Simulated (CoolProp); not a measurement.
A single-stage vapour-compression cycle with the fluid: evaporating at 329.15 K (dew point), condensing at 389.15 K (bubble point), superheat 0 K, subcooling 5 K, compressor efficiency 0.65, no pressure losses. The same conditions are run with several fluids, on thermodynamics alone (safety and materials aside).

Model: reference Helmholtz-energy equation of state of each fluid (isobutene: Lemmon 2005; vinyl chloride: Thol 2022; R236EA: Rui 2013; R114: Platzer 1990; n-perfluorohexane: Gao 2022), in CoolProp. The equations of Platzer and Polt are older, rougher fits.

Question: Rank isobutene, vinyl chloride, R236EA, R114, n-perfluorohexane by cooling COP, highest first.

Answer: vinyl chloride (2.64), isobutene (2.23), R114 (2.08), R236EA (1.98), n-perfluorohexane (1.43)

| fluid | pressure ratio | discharge temperature (K) | refrigerating effect (kJ/kg) | volumetric capacity (kJ/m³) |
|---|---|---|---|---|
| isobutene | 3.47 | 394.3 | 165 | 2840 |
| vinyl chloride | 3.41 | 424.9 | 195 | 4670 |
| R236EA | 4.05 | 389.1 | 59.0 | 2060 |
| R114 | 3.69 | 389.1 | 52.7 | 1990 |
| n-perfluorohexane | 5.36 | 389.2 | 21.8 | 280 |

The compression ends wet for: R236EA; R114; n-perfluorohexane.
